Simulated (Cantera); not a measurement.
Input: 1 mol CuO, 0.59 mol CO, 0.53 mol N2, at 1575 K and 0.530 bar.

Equilibrium computed with Cantera from the NASA thermochemical tables; the gas is ideal and each condensed phase is pure. Candidate condensed phases: C, Cu, CuO, Cu2O; 27 gas species. Each liquid is taken as pure. Mutual solubility and eutectic melting of coexisting phases are not modelled. Kinetics and transport are ignored.

Base state: CO2 0.526, N2 0.473, O2 0.000547, CO 0.000441, NO 6.86e-5, Cu 5.16e-5 (mole fractions); condensed: Cu(l) + Cu2O(l).

**Question.** What changes in the equilibrium state with this change: pressure from 0.530 bar to 10.0 mbar?

**Answer.** 
| species | before | after |
|---|---|---|
| CO2 | 0.526 | 0.509 |
| N2 | 0.473 | 0.458 |
| O2 | 0.000547 | 0.0290 |
| Cu | 5.16e-5 | 0.00273 |
| O | 3.44e-7 | 1.82e-5 |
| NO | 6.86e-5 | 0.000492 |
| CO | 0.000441 | 0.000427 |
| Cu(l), mol | 0.182 | 0.311 |
| Cu2O(l), mol | 0.409 | 0.343 |
